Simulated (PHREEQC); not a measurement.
# Brine

A solution holds 0.14 mol/kgw NaBr and 4.3e-05 mol/kgw CaCl2, at 20 °C. Closed to the air; pH follows from the charge balance.

Equilibrium calculation in PHREEQC: Pitzer model, pitzer.dat.

Precipitation was switched off in this run.

### Question
Estimate the specific conductance, osmotic coefficient.

### Answer
specific conductance 12700 µS/cm; osmotic coefficient 0.931.

Complexes and solids missing from the database can't appear.
